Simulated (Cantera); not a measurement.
**Thermodynamics of tantalum, niobium, vanadium and zirconium in process gases, feed Ta + CH₄**

Charge: 1 mol Ta, a varied amount of CH₄, held at 2400 K and 2.10 bar.

These are equilibrium values from Cantera (NASA tables, ideal gas, pure condensed phases), not measurements of a reactor. Candidate condensed phases: C, C₆H₆, C₇H₈, C₈H₁₈, Ta, TaC; 77 gas species. Mutual solubility and eutectic melting of coexisting phases are not modelled. TaC: taken at fixed stoichiometry. Condensed phases not in the tables: Ta₂C, N, O or C dissolved in the metal. Rates play no part.

From 0.28 mol CH₄ to 0.94 mol CH₄ the condensed part is Ta(s) + TaC(s). From 1.1 mol CH₄ to 1.9 mol CH₄ the condensed part is C(graphite) + TaC(s).

| n(CH₄) (mol) | log p H₂ | log p H | log p C₂H₂ (acetylene) | log p CH₄ | log p CH₃ | n Ta(s) | n TaC(s) | n C(graphite) |
|---|---|---|---|---|---|---|---|---|
| 0.28 | 0.32 | -1.64 | -7.95 | -6.17 | -6.86 | 0.720 | 0.280 | 0 |
| 0.45 | 0.32 | -1.64 | -7.95 | -6.17 | -6.86 | 0.550 | 0.450 | 0 |
| 0.61 | 0.32 | -1.64 | -7.95 | -6.17 | -6.86 | 0.390 | 0.610 | 0 |
| 0.78 | 0.32 | -1.64 | -7.95 | -6.17 | -6.86 | 0.220 | 0.780 | 0 |
| 0.94 | 0.32 | -1.64 | -7.95 | -6.17 | -6.86 | 0.0600 | 0.940 | 0 |
| 1.1 | 0.31 | -1.64 | -1.84 | -3.12 | -3.81 | 0 | 1.00 | 0.0685 |
| 1.3 | 0.31 | -1.64 | -1.84 | -3.12 | -3.81 | 0 | 1.00 | 0.263 |
| 1.4 | 0.31 | -1.64 | -1.84 | -3.12 | -3.81 | 0 | 1.00 | 0.360 |
| 1.6 | 0.31 | -1.64 | -1.84 | -3.12 | -3.81 | 0 | 1.00 | 0.554 |
| 1.8 | 0.31 | -1.64 | -1.84 | -3.12 | -3.81 | 0 | 1.00 | 0.748 |
| 1.9 | 0.31 | -1.64 | -1.84 | -3.12 | -3.81 | 0 | 1.00 | 0.846 |
log p: log10 of the partial pressure in bar; n: condensed amount in mol.
